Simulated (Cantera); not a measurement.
# Ignition delay

Mixture: 17.4 % CH₄, 17.4 % O₂, 65.3 % N₂, equivalence ratio 2.0, at 110000 Pa, adiabatic and at constant pressure. Ignition delay is the time to a rise of 400 K.

Computed with Cantera and GRI-Mech 3.0 (53 species, 325 reactions).

```json
[
 {"T0 (K)": "1175", "delay (ms)": "89.1"},
 {"T0 (K)": "1225", "delay (ms)": "43.7"},
 {"T0 (K)": "1275", "delay (ms)": "22.2"},
 {"T0 (K)": "1325", "delay (ms)": "11.6"},
 {"T0 (K)": "1375", "delay (ms)": "6.22"},
 {"T0 (K)": "1425", "delay (ms)": "3.43"},
 {"T0 (K)": "1475", "delay (ms)": "1.95"},
 {"T0 (K)": "1525", "delay (ms)": "1.14"},
 {"T0 (K)": "1575", "delay (ms)": "0.694"}
]
```

```json
{
 "apparent activation energy between 1475 and 1575 K": "200 kJ/mol"
}
```
